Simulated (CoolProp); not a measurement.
Hexamethyldisiloxane (MM) along the isobar 15.5 bar: Z from the reference equation and from simpler models built on Tc = 518.7 K, pc = 19.31 bar, ω = 0.418; each cubic takes its own stable root.

Values from CoolProp's reference Helmholtz-energy equation of state, Thol 2016.

```csv
T (K),phase,reference,van der Waals,Peng-Robinson
427.8,liquid,0.1160,0.1878,0.1109
435.4,liquid,0.1161,0.1881,0.1115
443,liquid,0.1164,0.1887,0.1124
450.6,liquid,0.1169,0.1898,0.1136
458.3,liquid,0.1176,0.1915,0.1153
465.9,liquid,0.1187,0.1940,0.1175
473.5,liquid,0.1201,0.1975,0.1204
481.1,liquid,0.1221,0.2026,0.1243
488.7,liquid,0.1249,0.2110,0.1297
496.4,liquid,0.1292,0.5885,0.1382
511.6,gas,0.5747,0.6501,0.5713
519.2,gas,0.6196,0.6727,0.6130
526.8,gas,0.6541,0.6922,0.6459
```

At some of these states van der Waals gives the other phase, because its saturation line lies elsewhere.
